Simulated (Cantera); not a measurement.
## Equilibrium for silicon carbide growth: CH₃SiH₃ + C₂H₄ + H₂

A closed system holds: 1 mol CH₃SiH₃, 0.013 mol C₂H₄, 5.5 mol H₂, at 1.33 mbar.

Equilibrium computed with Cantera from the NASA thermochemical tables; the gas is ideal and each condensed phase is pure. Candidate condensed phases: C, C₆H₆, C₇H₈, C₈H₁₈, Si, SiC; 87 gas species. The feed counts by its element totals alone. Gases not in the tables: Si₂H₆ and higher silanes. Equilibrium is a limit: real reactors are often held back by kinetics, nucleation or transport.

```tsv
T (°C)	x H₂	x H	x Si	x C₂H₂ (acetylene)	x SiC₂	x CH₄	x Si₂C	x SiH	n C(graphite)	n SiC(s)
627	1.000	3.20e-9	<1e-12	5.62e-11	<1e-12	0.000416	<1e-12	<1e-12	0.0225	1.00
727	1.000	6.22e-8	<1e-12	1.14e-9	<1e-12	0.000127	<1e-12	<1e-12	0.0249	1.00
827	1.000	7.08e-7	<1e-12	1.33e-8	<1e-12	4.79e-5	<1e-12	<1e-12	0.0256	1.00
927	1.000	5.40e-6	1.75e-12	1.03e-7	<1e-12	2.11e-5	<1e-12	<1e-12	0.0258	1.00
1027	1.000	3.03e-5	9.61e-11	5.76e-7	<1e-12	1.05e-5	<1e-12	2.91e-11	0.0259	1.00
1127	1.000	0.000133	2.96e-9	2.52e-6	2.06e-12	5.76e-6	1.93e-12	5.40e-10	0.0259	1.00
1227	1.000	0.000482	5.75e-8	9.02e-6	1.01e-10	3.42e-6	8.76e-11	6.74e-9	0.0258	1.000
1327	0.998	0.00149	7.69e-7	2.75e-5	2.99e-9	2.17e-6	2.44e-9	6.11e-8	0.0255	1.000
1427	0.996	0.00403	7.55e-6	7.31e-5	5.92e-8	1.45e-6	4.56e-8	4.26e-7	0.0248	1.000
1527	0.990	0.00976	5.74e-5	0.000174	8.36e-7	1.01e-6	6.09e-7	2.38e-6	0.0235	0.999
1627	0.978	0.0215	0.000351	0.000373	8.89e-6	7.16e-7	6.16e-6	1.10e-5	0.0227	0.997
1727	0.954	0.0435	0.00179	0.000733	7.41e-5	5.15e-7	4.91e-5	4.33e-5	0.0290	0.982
1827	0.909	0.0813	0.00780	0.00131	0.000503	3.63e-7	0.000319	0.000147	0.0723	0.918
```
x: gas mole fraction; n: condensed amount in mol.

From 627 °C to 1827 °C the condensed part is C(graphite) + SiC(s).
